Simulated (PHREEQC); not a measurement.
Make-up at 87 °C: 2.4 mmol/kgw HF and 26 mmol/kgw NH4HF2. Closed to the air; pH follows from the charge balance.

The numbers come from PHREEQC with the ion-association model, phreeqc.dat.

This is a speciation only: nothing precipitates in the calculation.

**Question.** What pH does the model give?

**Answer.** pH 3.60.

**Question.** In which forms is F present?

**Answer.** HF 47 %, F- 44 %, HF2- 9.3 % of the F.

Species that the database lacks are ignored. Constants without temperature data keep their 25 °C values here.
